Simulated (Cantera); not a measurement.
## Hydrocarbon pyrolysis for carbon deposition

A perfectly stirred reactor is fed with C2H6 : N2 = 1 : 8.7 (molar parts), at 0.987 atm; it is held at 1725 K, and followed from long to short residence time.

Computed with Cantera and GRI-Mech 3.0 (53 species, 325 reactions). GRI-Mech 3.0 stops at C3 and has no aromatics, soot or wall deposition, so with more carbon than oxygen in the feed, carbon stays in small species such as C2H2 where larger ones or solid carbon would form.

| τ (s) | x C2H6 | x C2H2 | x CH3 | x C2H | x C2H4 | x H |
|---|---|---|---|---|---|---|
| 0.35 | 1.60e-5 | 0.0798 | 0.000140 | 2.83e-7 | 0.000584 | 8.69e-5 |
| 0.20 | 2.68e-5 | 0.0787 | 0.000180 | 3.00e-7 | 0.000627 | 9.15e-5 |
| 0.12 | 4.24e-5 | 0.0777 | 0.000225 | 3.21e-7 | 0.000696 | 9.72e-5 |
| 0.068 | 7.00e-5 | 0.0765 | 0.000287 | 3.52e-7 | 0.000820 | 0.000106 |
| 0.039 | 0.000113 | 0.0753 | 0.000362 | 3.92e-7 | 0.00101 | 0.000117 |
| 0.023 | 0.000176 | 0.0742 | 0.000451 | 4.40e-7 | 0.00129 | 0.000130 |
| 0.013 | 0.000283 | 0.0728 | 0.000570 | 5.02e-7 | 0.00174 | 0.000148 |
| 0.0076 | 0.000439 | 0.0712 | 0.000710 | 5.70e-7 | 0.00237 | 0.000167 |
| 0.0044 | 0.000686 | 0.0693 | 0.000889 | 6.46e-7 | 0.00331 | 0.000189 |
x: mole fraction; the columns are a selection and need not sum to one.
